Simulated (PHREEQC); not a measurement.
A solution holds 0.0033 mol/kgw CaSO4, 0.0024 mol/kgw Na2SO4 and 0.0061 mol/kgw MgSO4, at 25 °C. Closed to the air; pH follows from the charge balance.

Equilibrium calculation in PHREEQC: ion-association model, phreeqc.dat.

```json
[
 {"quantity": "pH", "before": "6.95", "after": "6.80"},
 {"quantity": "ionic strength (mol/kgw)", "before": "0.0320", "after": "0.137"},
 {"quantity": "SO4-2 (mol/kgw)", "before": "0.00855", "after": "0.0347"},
 {"quantity": "Ca+2 (mol/kgw)", "before": "0.00233", "after": "0.00192"},
 {"quantity": "CaSO4 (mol/kgw)", "before": "0.000968", "after": "0.00138"},
 {"quantity": "HSO4- (mol/kgw)", "before": "5.77e-8", "after": "2.32e-7"},
 {"quantity": "SI of Gypsum (CaSO4:2H2O)", "before": "-0.68", "after": "-0.52"}
]
```

Name the change that produced these shifts.
(A) MgSO4 replaced by MnSO4 at the same molality
(B) Na2SO4 from 0.0024 to 0.024 mol/kgw
(C) MgSO4 from 0.0061 to 0.061 mol/kgw
(D) diluted 100-fold with water
(E) Na2SO4 left out

C, MgSO4 from 0.0061 to 0.061 mol/kgw

Precipitation was switched off in this run.
